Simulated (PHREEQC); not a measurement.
Solution (25 °C): 0.02 mol/kgw HCl, 0.00015 mol/kgw ZnSO4 and 0.00027 mol/kgw MnSO4. Closed to the air; pH follows from the charge balance.

The numbers come from PHREEQC with the ion-association model, phreeqc.dat.

```tsv
quantity	before	after
pH	1.76	3.71
Mn+2 (mol/kgw)	0.000255	2.70e-6
HSO4- (mol/kgw)	0.000220	7.49e-8
SO4-2 (mol/kgw)	0.000195	4.12e-6
Zn+2 (mol/kgw)	0.000143	1.50e-6
MnCl+ (mol/kgw)	1.21e-5	2.05e-9
```

### Question
Name the change that produced these shifts.
(A) MnSO4 from 0.00027 to 0.000243 mol/kgw
(B) diluted 100-fold with water
(C) ZnSO4 from 0.00015 to 0.000225 mol/kgw
(D) temperature from 25 to 80 °C
(E) temperature from 25 to 10 °C

### Answer
B, diluted 100-fold with water

No solid was allowed to form.
